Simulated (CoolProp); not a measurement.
Vapour-liquid equilibrium of 1-butene (1) + acetone (2) at 0.143 MPa; x and y are mole fractions of (1).

Computed with CoolProp (multi-fluid Helmholtz-energy mixture model, Lemmon 2005 and Lemmon 2006; pair parameters Bell 2016).

```tsv
x	bubble temperature (K)	y at the bubble point	dew temperature at overall composition x (K)	liquid density (mol/L)
0.05	322.7	0.449	338.1	12.84
0.125	305.8	0.725	335.6	12.90
0.2	296.1	0.827	333.0	12.82
0.275	290.3	0.873	330.2	12.67
0.35	286.8	0.897	327.2	12.49
0.425	284.6	0.911	323.8	12.29
0.5	283.1	0.921	320.2	12.08
0.575	282.0	0.928	316.1	11.88
0.65	281.1	0.935	311.4	11.69
0.725	280.2	0.943	305.8	11.50
0.8	279.2	0.952	299.0	11.33
0.875	278.1	0.965	290.1	11.18
0.95	276.9	0.983	279.4	11.04
```

No azeotrope shows between x = 0.05 and 0.95.

The pair parameters rest on a limited set of measurements; away from them the model extrapolates. With so large a gap from Raoult's law the liquid may split in two, which this calculation doesn't test in full.
